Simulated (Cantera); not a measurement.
Charge: 1 mol Si3N4, 2.5 mol HCl, 73 mol N2, held at 133 Pa.

Equilibrium computed with Cantera from the NASA thermochemical tables; the gas is ideal and each condensed phase is pure. Candidate condensed phases: NH4Cl, Si, Si3N4; 28 gas species. Kinetics and transport are ignored.

Which condensed phases are stable at each of these points (T (K)): 873, 973, 1073, 1173, 1273, 1373, 1473, 1573, 1673, 1773, 1873, 1973?


```json
[
 {"T (K)": "873", "condensed phases": "Si3N4(s)", "Si condensed (%)": "95.3"},
 {"T (K)": "973", "condensed phases": "Si3N4(s)", "Si condensed (%)": "95.8"},
 {"T (K)": "1073", "condensed phases": "Si3N4(s)", "Si condensed (%)": "96.1"},
 {"T (K)": "1173", "condensed phases": "Si3N4(s)", "Si condensed (%)": "95.9"},
 {"T (K)": "1273", "condensed phases": "Si3N4(s)", "Si condensed (%)": "93.3"},
 {"T (K)": "1373", "condensed phases": "Si3N4(s)", "Si condensed (%)": "87.1"},
 {"T (K)": "1473", "condensed phases": "Si3N4(s)", "Si condensed (%)": "79.4"},
 {"T (K)": "1573", "condensed phases": "Si3N4(s)", "Si condensed (%)": "72.6"},
 {"T (K)": "1673", "condensed phases": "Si3N4(s)", "Si condensed (%)": "66.9"},
 {"T (K)": "1773", "condensed phases": "Si(l)", "Si condensed (%)": "62.7"},
 {"T (K)": "1873", "condensed phases": "Si(l)", "Si condensed (%)": "48.8"},
 {"T (K)": "1973", "condensed phases": "Si(l)", "Si condensed (%)": "0.1"}
]
```

From 873 K to 1673 K the condensed part is Si3N4(s). From 1773 K to 1973 K the condensed part is Si(l).
